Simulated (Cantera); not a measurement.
Gas mixture: 35.9 % C2H2, 27.1 % C3H8, 37.0 % C2H4, at 0.195 Torr, frozen composition.

Cantera's kinetic-theory transport with the Lennard-Jones parameters of GRI-Mech 3.0, ideal gas; thermal conductivity in the multicomponent form. The composition is frozen, though it would react at the higher temperatures.

D: mixture-averaged diffusion coefficient of that species in the mixture.

```tsv
T (K)	ρ (kg/m³)	cp (J/kg/K)	μ (µPa s)	λ (mW/m/K)	Pr	D (cm²/s) O	D (cm²/s) H2O	D (cm²/s) NH3
400	0.000248	1990	12.6	33.1	0.756	1480	1020	994
600	0.000165	2587	17.8	60.4	0.763	3010	2250	2170
800	0.000124	3023	22.3	88.0	0.766	4920	3840	3680
1000	9.90e-5	3362	26.3	115	0.766	7180	5760	5500
1200	8.25e-5	3609	…	…	0.765	…	…	…
1400	7.07e-5	3810	…	…	0.764	…	…	…
1600	6.19e-5	3971	36.4	189	0.764	15700	13100	12500
```

Task: Fill in the missing entries.

Result: 
- 1200, μ (µPa s): 29.9
- 1200, λ (mW/m/K): 141
- 1200, D (cm²/s) O: 9750
- 1200, D (cm²/s) H2O: 7970
- 1200, D (cm²/s) NH3: 7590
- 1400, μ (µPa s): 33.3
- 1400, λ (mW/m/K): 166
- 1400, D (cm²/s) O: 12600
- 1400, D (cm²/s) H2O: 10400
- 1400, D (cm²/s) NH3: 9920
